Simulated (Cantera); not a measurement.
A Cantera script and what it prints.

```python
import numpy as np
import cantera as ct

gas_names = """
    O3 NO NO2 NbO2 N2O
""".split()
cond_names = """
    NbO(s) NbO(L) Nb(cr) Nb(L) Nb2O5(s) Nb2O5(L)
""".split()


# ... load() reads the species with a 1 bar reference pressure and builds the phases ...
species = {s.name: s for s in load("nasa_gas.yaml", gas_names) + load("nasa_condensed.yaml", cond_names)}
# Each term lists the table entries of one substance; the one whose range holds T is used.
reactions = {
    '3 NbO = O3(g) + 3 Nb':
        [(-3, ['NbO(s)', 'NbO(L)']), (1, ['O3']), (3, ['Nb(cr)', 'Nb(L)'])],
    '3 NO(g) + Nb2O5 = 3 NO2(g) + 2 NbO':
        [(-3, ['NO']), (-1, ['Nb2O5(s)', 'Nb2O5(L)']), (3, ['NO2']), (2, ['NbO(s)', 'NbO(L)'])],
    '2 NO2(g) + 6 NbO2(g) = 3 Nb2O5 + N2O(g)':
        [(-2, ['NO2']), (-6, ['NbO2']), (3, ['Nb2O5(s)', 'Nb2O5(L)']), (1, ['N2O'])],
}


def pick(names, T):
    return next(species[n] for n in names if species[n].thermo.min_temp <= T <= species[n].thermo.max_temp)


results = []
for label, terms in reactions.items():
    print(label)
    print("     T/K   dH/kJ  dS/(J/K)   dG/kJ   log10 K")
    for T in [2698, 2723, 2748, 2773, 2798, 2823, 2848, 2873, 2898, 2923]:
        used = [(nu, pick(names, T)) for nu, names in terms]
        dH = sum(nu * s.thermo.h(T) for nu, s in used) / 1e6
        dS = sum(nu * s.thermo.s(T) for nu, s in used) / 1e3
        dG = dH - T * dS / 1e3
        logK = -dG * 1e6 / (ct.gas_constant * T * np.log(10))
        results.append((label, T, dH, dS, dG, logK, [s.name for _, s in used]))
        print(f"{T:8g} {dH:8.1f} {dS:8.1f} {dG:8.1f} {logK:8.2f}")
```

Result:

```
3 NbO = O3(g) + 3 Nb
     T/K   dH/kJ  dS/(J/K)   dG/kJ   log10 K
    2698   1119.0     67.4    937.1   -18.14
    2723   1119.6     67.6    935.4   -17.94
    2748   1120.2     67.9    933.7   -17.75
    2773   1200.9     97.2    931.4   -17.54
    2798   1200.9     97.2    928.9   -17.34
    2823   1200.9     97.2    926.5   -17.14
    2848   1200.8     97.2    924.1   -16.95
    2873   1200.8     97.2    921.6   -16.76
    2898   1200.8     97.2    919.2   -16.57
    2923   1200.8     97.2    916.8   -16.38
3 NO(g) + Nb2O5 = 3 NO2(g) + 2 NbO
     T/K   dH/kJ  dS/(J/K)   dG/kJ   log10 K
    2698    885.1      7.2    865.7   -16.76
    2723    884.0      6.8    865.5   -16.60
    2748    882.8      6.3    865.3   -16.45
    2773    881.6      5.9    865.2   -16.30
    2798    880.4      5.5    865.0   -16.15
    2823    879.2      5.1    864.9   -16.00
    2848    878.0      4.7    864.8   -15.86
    2873    876.8      4.2    864.7   -15.72
    2898    875.7      3.8    864.5   -15.58
    2923    874.5      3.4    864.5   -15.45
2 NO2(g) + 6 NbO2(g) = 3 Nb2O5 + N2O(g)
     T/K   dH/kJ  dS/(J/K)   dG/kJ   log10 K
    2698  -3672.4   -944.2  -1124.9    21.78
    2723  -3664.4   -941.2  -1101.4    21.13
    2748  -3656.3   -938.3  -1077.9    20.49
    2773  -3648.3   -935.4  -1054.5    19.86
    2798  -3640.3   -932.5  -1031.1    19.25
    2823  -3632.2   -929.7  -1007.8    18.65
    2848  -3624.2   -926.8   -984.6    18.06
    2873  -3616.2   -924.0   -961.5    17.48
    2898  -3608.2   -921.2   -938.4    16.91
    2923  -3600.2   -918.5   -915.4    16.36
```

Standard-state values (1 bar) from the NASA 1993 polynomials, evaluated with Cantera. NbO: taken at fixed stoichiometry. Condensed species are held in their standard states even where they would react or evaporate.
